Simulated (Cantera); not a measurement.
A closed system holds: 1 mol trisilylamine, 6.4 mol N₂, held at 133 Pa.

Equilibrium computed with Cantera from the NASA thermochemical tables; the gas is ideal and each condensed phase is pure. Candidate condensed phases: Si, Si₃N₄; 18 gas species. The feed counts by its element totals alone. Gases not in the tables: Si₂H₆ and higher silanes. The numbers say what is thermodynamically allowed, not how fast it happens.

Question: Which condensed phases are stable at each of these points (T (K)): 750, 850, 950, 1050, 1150, 1250, 1350, 1450, 1550, 1650, 1750, 1850, 1950?

Answer: 
```csv
T (K),condensed phases,Si condensed (%)
750,Si₃N₄(s),100.0
850,Si₃N₄(s),100.0
950,Si₃N₄(s),100.0
1050,Si₃N₄(s),100.0
1150,Si₃N₄(s),100.0
1250,Si₃N₄(s),100.0
1350,Si₃N₄(s),100.0
1450,Si₃N₄(s),100.0
1550,Si₃N₄(s),100.0
1650,Si₃N₄(s),99.9
1750,Si(l),99.5
1850,Si(l),98.0
1950,Si(l),92.5
```

From 750 K to 1650 K the condensed part is Si₃N₄(s). From 1750 K to 1950 K the condensed part is Si(l).
